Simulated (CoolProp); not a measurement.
A single-stage vapour-compression cycle with R142b: evaporating at 231.15 K (dew point), condensing at 259.15 K (bubble point), superheat 0 K, subcooling 2 K, compressor efficiency 0.6, no pressure losses. Each further row changes one setting.

The numbers come from the reference Helmholtz-energy equation of state, Lemmon 2006 in CoolProp. It is a short technical equation, of lower accuracy than the large ones.

| case | cooling COP | pressure ratio | discharge temperature (K) | refrigerating effect (kJ/kg) | volumetric capacity (kJ/m³) |
|---|---|---|---|---|---|
| as stated | … | 3.88 | 292.4 | 210 | 238 |
| evaporating temperature 236.15 K | … | 2.96 | 285.5 | 213 | … |
| condensing temperature 254.15 K | 5.67 | 3.12 | 282.6 | 216 | 244 |
| subcooling 7 K | 4.71 | 3.88 | 292.4 | 216 | 244 |
| superheat 10 K | 4.54 | 3.88 | 303.4 | … | 235 |
| compressor efficiency 0.5 | 3.82 | 3.88 | … | 210 | 238 |

Q: Some entries are withheld; supply them.

A: 
- as stated, cooling COP: 4.58
- evaporating temperature 236.15 K, cooling COP: 5.79
- evaporating temperature 236.15 K, volumetric capacity (kJ/m³): 310
- superheat 10 K, refrigerating effect (kJ/kg): 217
- compressor efficiency 0.5, discharge temperature (K): 303.2
